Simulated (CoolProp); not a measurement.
Vapour-liquid equilibrium of propylene (1) + dimethyl ether (2) at 276.5 K; x and y are mole fractions of (1).

Model: multi-fluid Helmholtz-energy mixture model, Lemmon 2013 and Wu 2011; pair parameters Bell 2016, in CoolProp.

```tsv
x	bubble pressure, mixture model (kPa)	bubble pressure, Raoult's law (kPa)	y, mixture model	y, Raoult's law
0.05	322.4	316.7	0.112	0.102
0.2	387.1	368.5	0.362	0.350
0.35	445.4	420.3	0.535	0.537
0.5	497.9	472.0	0.667	0.683
0.65	545.7	523.8	0.775	0.800
0.8	589.9	575.6	0.873	0.896
0.95	631.4	627.4	0.968	0.976
```

The largest gap from Raoult's law is +6.0 % in bubble pressure, at x = 0.35. No azeotrope shows between x = 0.05 and 0.95.

The pair parameters rest on a limited set of measurements; away from them the model extrapolates.
